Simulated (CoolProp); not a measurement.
A closed Brayton cycle with dry air: compressor inlet 328.15 K and 2.2 MPa, high pressure 4.88 MPa, turbine inlet 795 K, compressor efficiency 0.85, turbine efficiency 0.9, recuperator effectiveness 0 (on enthalpy, no pinch check). Each further row changes one setting.

Model: reference Helmholtz-energy equation of state, Lemmon 2000, in CoolProp. It is a pseudo-pure fit of the blend.

```
case                           thermal efficiency (%)  net work (kJ/kg)  compressor to turbine work  compressor exit (K)  turbine exit (K)
-----------------------------  ----------------------  ----------------  --------------------------  -------------------  ----------------
as stated                                        12.6              49.6                        0.67                427.0             658.3
turbine inlet 745 K                              11.8              40.1                        0.71                427.0             615.6
compressor inlet 338.15 K                        12.2              46.4                        0.69                439.8             658.3
high pressure 4.15 MPa                           10.6              43.9                        0.64                405.1             684.1
recuperator effectiveness 0.5                    18.2              49.6                        0.67                427.0             658.3
```
